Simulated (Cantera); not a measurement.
Charge: 1 mol C3H8, 0.8 mol H2, 3.5 mol N2, at 7.40 mbar.

Equilibrium computed with Cantera from the NASA thermochemical tables; the gas is ideal and each condensed phase is pure. Candidate condensed phases: C, C6H6, C7H8, C8H18; 110 gas species. Ions and electrons are included (thermal ionisation). Kinetics and transport are ignored.

Question: Which condensed phases are stable at each of these points (T (K)): 3000, 3250, 3500, 3750, 4000, 4250, 4500, 4750, 5000?

Answer: 
| T (K) | condensed phases | C condensed (%) |
|---|---|---|
| 3000 | C(graphite) | 6.4 |
| 3250 | gas only | 0.0 |
| 3500 | gas only | 0.0 |
| 3750 | gas only | 0.0 |
| 4000 | gas only | 0.0 |
| 4250 | gas only | 0.0 |
| 4500 | gas only | 0.0 |
| 4750 | gas only | 0.0 |
| 5000 | gas only | 0.0 |

At 3000 K the condensed part is C(graphite). From 3250 K to 5000 K nothing is condensed.
